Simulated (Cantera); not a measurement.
Adiabatic ignition

An adiabatic, constant-volume homogeneous reactor starts with CH4 : O2 : N2 = 1 : 0.909 : 3.73 (molar parts), at 1773 K and 2930 Torr.

Cantera simulation using GRI-Mech 3.0 (53 species, 325 reactions); the numbers are that mechanism's predictions, not measurements.

```
t (s)     T (K)  P (bar)     x CH4     x O2    x C2H6   x CH2CO     x C2H     x H2O     x CH2
--------  -----  -------  --------  -------  --------  --------  --------  --------  --------
5.00e-6    1772     3.90     0.177    0.161   7.88e-6   1.24e-9    <1e-12  0.000124   7.09e-9
1.01e-5    1772     3.90     0.176    0.161   7.40e-5   5.77e-8    <1e-12  0.000482   3.31e-8
2.06e-5    1778     3.92     0.173    0.159  0.000529   2.61e-6  2.52e-11   0.00226   1.52e-7
4.17e-5    1884     4.20     0.142    0.140   0.00233  0.000280   2.58e-8    0.0226   3.63e-6
8.47e-5    2866     7.60  8.91e-10  3.40e-5    <1e-12  4.82e-12  1.63e-12     0.106  2.03e-10
0.000172   2864     7.59  3.89e-10  3.56e-5    <1e-12  1.67e-12    <1e-12     0.106  9.06e-11
0.000349   2865     7.60  3.82e-10  3.59e-5    <1e-12  1.64e-12    <1e-12     0.106  8.92e-11
0.000707   2865     7.60  3.80e-10  3.60e-5    <1e-12  1.63e-12    <1e-12     0.106  8.88e-11
0.00143    2865     7.60  3.80e-10  3.60e-5    <1e-12  1.63e-12    <1e-12     0.106  8.88e-11
0.00291    2865     7.60  3.80e-10  3.60e-5    <1e-12  1.63e-12    <1e-12     0.106  8.88e-11
0.00590    2865     7.60  3.80e-10  3.60e-5    <1e-12  1.63e-12    <1e-12     0.106  8.88e-11
0.0120     2865     7.60  3.80e-10  3.60e-5    <1e-12  1.63e-12    <1e-12     0.106  8.88e-11
0.0243     2865     7.60  3.80e-10  3.60e-5    <1e-12  1.63e-12    <1e-12     0.106  8.88e-11
0.0493     2865     7.60  3.80e-10  3.60e-5    <1e-12  1.63e-12    <1e-12     0.106  8.88e-11
0.100      2865     7.60  3.80e-10  3.60e-5    <1e-12  1.63e-12    <1e-12     0.106  8.88e-11
```
x: mole fraction; the columns are a selection and need not sum to one.

- time of steepest temperature rise = 50.1 µs
- temperature at 0.100 s = 2865 K
- equilibrium temperature = 2865 K
- x(CH4) at 0.100 s = 3.80e-10 (gas-phase equilibrium 4.25e-10)
- x(O2) at 0.100 s = 3.60e-5 (gas-phase equilibrium 3.60e-5)
- x(C2H6) at 0.100 s = <1e-12 (gas-phase equilibrium <1e-12)
